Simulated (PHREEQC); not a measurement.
Make-up at 20 °C: 47 mmol/kgw H3PO4, 4.8 mmol/kgw HCl and 7.1 mmol/kgw NiSO4. Closed to the air; pH follows from the charge balance.

Equilibrium calculation in PHREEQC: ion-association model, wateq4f.dat.

- pH: 1.80
- ionic strength: 0.0404 mol/kgw
- total alkalinity: -51.8 meq/kg

| species | molality | activity | log γ |
|---|---|---|---|
| H3PO4 | 0.0305 | 0.0308 | 0.004 |
| H+ | 0.0185 | 0.0160 | -0.064 |
| H2PO4- | 0.0165 | 0.0139 | -0.075 |
| Ni+2 | 0.00614 | 0.00298 | -0.314 |
| Cl- | 0.00476 | 0.00394 | -0.082 |
| SO4-2 | 0.00339 | 0.00167 | -0.307 |
| HSO4- | 0.00279 | 0.00233 | -0.078 |
| NiSO4 | 0.000920 | 0.000929 | 0.004 |
| NiCl+ | 3.54e-5 | 2.95e-5 | -0.078 |
| NiCl2 | 4.19e-7 | 4.23e-7 | 0.004 |
| Ni(SO4)2-2 | 1.79e-7 | 8.70e-8 | -0.314 |
| HPO4-2 | 1.06e-7 | 5.24e-8 | -0.306 |

This is a speciation only: nothing precipitates in the calculation. H3PO4, which wateq4f.dat lacks, is added to it with the constant of phreeqc.dat. The database has no phosphate complexes of Ni.
